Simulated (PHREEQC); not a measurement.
PHREEQC input (ion-association model, phreeqc.dat):

```
SOLUTION_MASTER_SPECIES
  Amm  AmmH+  0  AmmH  17.031  # ammonia with no redox link, constants of NH4+
SOLUTION_SPECIES
  AmmH+ = AmmH+
    -log_k 0
    -gamma 2.5 0
    -dw 1.98e-9
  AmmH+ = Amm + H+
    -log_k -9.252
    -delta_h 12.48 kcal
    -analytic 0.6322 -0.001225 -2835.76
    -dw 2.28e-9
  AmmH+ + SO4-2 = AmmHSO4-
    -log_k 1.11
PHASES
  Amm(g)
    Amm = Amm
    -log_k 1.7966
    -analytic -18.758 3.3670e-4 2.5113e3 4.8619 39.192
    -T_c 405.6
    -P_c 111.3
    -Omega 0.25
EXCHANGE_SPECIES
  AmmH+ + X- = AmmHX
    -log_k 0.6
    -gamma 2.5 0
    -delta_h -2.4
SOLUTION 1
  temp 25
  units mol/kgw
  pH 7 charge
  F 0.246
  Amm 0.076
SOLUTION 2
  temp 25
  units mol/kgw
  pH 7 charge
  F 0.0233
  Na 0.015
  Si 2.4e-07
END
SELECTED_OUTPUT 1
  -reset false
  -pH true
  -pe true
  -ionic_strength true
  -water true
  -totals Amm F Na Si
  -molalities H+ Na+ H4SiO4 F- OH- O2 HF HF2- NaOH NaF
    H3SiO4- H2SiO4-2 SiF6-2 AmmH+ Amm
  -equilibrium_phases SiO2(a)
PRINT
  -reset false
MIX 1
  1 1
  2 0
EQUILIBRIUM_PHASES 1
  SiO2(a) 0 0
  O2(g) -0.68 10
END
# ... the last block is repeated for the other 10 points of share of solution B
```

Selected output (columns that matter, 11 of 11 rows; share of solution B added in front):

```
share of solution B	pH	mu	Amm	F	Na	Si	m_H+	m_Na+	m_F-	m_OH-	m_HF	m_HF2-	m_SiF6-2
0	2.6253	0.078838	0.076	0.246	0	0	0.0028375	0	0.051354	5.4528e-12	0.13968	0.027483	0
0.1	2.647	0.072563	0.0684	0.22373	0.0015	2.4e-08	0.0026884	0.0014743	0.048764	5.69e-12	0.12734	0.023798	2.4e-08
0.2	2.6708	0.066284	0.0608	0.20146	0.003	4.8e-08	0.0025335	0.0029507	0.046021	5.9645e-12	0.11486	0.020263	4.8e-08
0.3	2.6975	0.060001	0.0532	0.17919	0.0045	7.2e-08	0.0023711	0.0044295	0.043105	6.2892e-12	0.10222	0.016895	7.2e-08
0.4	2.7279	0.05371	0.0456	0.15692	0.006	9.6e-08	0.0021988	0.005911	0.039996	6.6846e-12	0.089407	0.013714	9.6e-08
0.5	2.7637	0.047409	0.038	0.13465	0.0075	1.2e-07	0.0020133	0.0073959	0.036665	7.1855e-12	0.076393	0.010744	1.2e-07
0.6	2.8072	0.041094	0.0304	0.11238	0.009	1.44e-07	0.0018091	0.0088846	0.033079	7.8562e-12	0.063156	0.0080147	1.44e-07
0.7	2.8634	0.034755	0.0228	0.09011	0.0105	1.68e-07	0.0015772	0.010378	0.029192	8.8323e-12	0.049669	0.0055633	1.68e-07
0.8	2.943	0.028379	0.0152	0.06784	0.012	1.92e-07	0.0013012	0.011877	0.024942	1.046e-11	0.035902	0.0034362	1.92e-07
0.9	3.0764	0.021931	0.0076	0.04557	0.0135	2.16e-07	0.00094657	0.013384	0.020235	1.3986e-11	0.021828	0.001695	2.16e-07
1	3.4201	0.015324	0	0.0233	0.015	2.4e-07	0.00042275	0.014901	0.014897	3.0225e-11	0.0074503	0.00042595	2.4e-07
```

Species that the database lacks are ignored. SiF6-2 is the database's only silicon fluoride.
